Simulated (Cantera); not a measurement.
Feed: 1 mol H₂O, 0.023 mol O₂, held at 2925 K and 100 Torr.

Cantera equilibrium calculation (NASA polynomials, part measured and part estimated; ideal gas, pure solids and liquids). Candidate condensed phases: H₂O; 9 gas species. Equilibrium is a limit: real reactors are often held back by kinetics, nucleation or transport.

Base state: H₂O 0.449, H₂ 0.161, H 0.137, OH 0.120, O₂ 0.0701, O 0.0631, HO₂ 2.08e-5 (mole fractions); condensed: gas only.

What changes in the equilibrium state with this change: O₂ from 0.023 to 0.2 mol?


```csv
species,before,after
H₂O,0.449,0.420
OH,0.120,0.136
O₂,0.0701,0.135
H₂,0.161,0.108
O,0.0631,0.0875
H,0.137,0.112
HO₂,2.08e-5,3.29e-5
```
